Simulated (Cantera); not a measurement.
Input: 1 mol Nb2O5, 1100 mol H2, held at 100 Torr.

Equilibrium computed with Cantera from the NASA thermochemical tables; the gas is ideal and each condensed phase is pure. Candidate condensed phases: H2O, Nb, NbO, NbO2, Nb2O5; 12 gas species. Mutual solubility and eutectic melting of coexisting phases are not modelled. NbO: taken at fixed stoichiometry. Condensed phases not in the tables: the oxides between NbO2 and Nb2O5. Rates play no part.

x: gas mole fraction; n: condensed amount in mol.

```
T (K)   x H2     x H2O       x H    x NbO2  n NbO2(s)  n NbO(s)
-----  -----  --------  --------  --------  ---------  --------
898    0.999  0.000909  3.00e-10    <1e-12       2.00         0
998    0.999  0.000909   5.89e-9    <1e-12       2.00         0
1098   0.999  0.000909   6.77e-8    <1e-12       2.00         0
1198   0.999  0.000909         ?    <1e-12       2.00         0
1298   0.999  0.000909   2.93e-6    <1e-12       2.00         0
1398   0.999  0.000909         ?         ?       2.00         0
1498   0.998   0.00146   4.70e-5  4.34e-10       1.40     0.604
1598   0.997   0.00249  0.000146   7.25e-9      0.259      1.74
1698   0.997   0.00273  0.000395   5.88e-8          0      2.00
1798   0.996   0.00273  0.000962   3.46e-7          0      2.00
```

Fill in the missing entries.


- 1398, x H: 1.30e-5
- 1398, x NbO2: 1.71e-11
- 1198, x H: 5.20e-7
